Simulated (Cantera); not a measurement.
Charge: 1 mol Si2H6, a varied amount of NO, 8 mol N2, at 1548 K and 0.000360 bar.

Equilibrium computed with Cantera from the NASA thermochemical tables; the gas is ideal and each condensed phase is pure. Candidate condensed phases: H2O, Si, SiO2, Si2N2O, Si3N4; 35 gas species. The feed counts by its element totals alone. The tables hold silica as quartz up to 1696 K and as liquid above; real silica turns to tridymite and cristobalite and melts near 1996 K. The numbers say what is thermodynamically allowed, not how fast it happens.

At 4.9 mol NO, list the 5 most abundant gas species with their mole fractions, and the condensed phases.

N2 0.777, H2 0.156, H2O 0.0669, H 0.000640, SiO 4.25e-5. Condensed: SiO2(β-quartz).
